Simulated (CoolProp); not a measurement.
Vapour-liquid equilibrium of ethanol (1) + n-heptane (2) at 0.53 MPa; x and y are mole fractions of (1).

The numbers come from the multi-fluid Helmholtz-energy mixture model, Schroeder 2014 and Span 2003; pair parameters Bell 2016 in CoolProp.

| x | bubble temperature, mixture model (°C) | bubble temperature, Raoult's law (°C) | y, mixture model | y, Raoult's law |
|---|---|---|---|---|
| 0.05 | 150.9 | 162.6 | 0.280 | 0.126 |
| 0.15 | 136.2 | 155.8 | 0.506 | 0.322 |
| 0.25 | 130.6 | 150.3 | 0.587 | 0.468 |
| 0.35 | 128.1 | 145.8 | 0.626 | 0.582 |
| 0.45 | 126.8 | 141.9 | 0.653 | 0.676 |
| 0.55 | 126.0 | 138.5 | 0.679 | 0.755 |
| 0.65 | 125.4 | 135.6 | 0.711 | 0.822 |
| 0.75 | 125.1 | 132.9 | 0.756 | 0.881 |
| 0.85 | 125.3 | 130.5 | 0.825 | 0.932 |
| 0.95 | 126.4 | 128.3 | 0.930 | 0.979 |

The largest gap from Raoult's law is -19.7 K in bubble temperature, at x = 0.25. y crosses x between x = 0.75 and 0.85: the model has an azeotrope there.

Pair parameters are fitted to limited data, so mixtures are less certain than the pure fluids. With so large a gap from Raoult's law the liquid may split in two, which this calculation doesn't test in full.
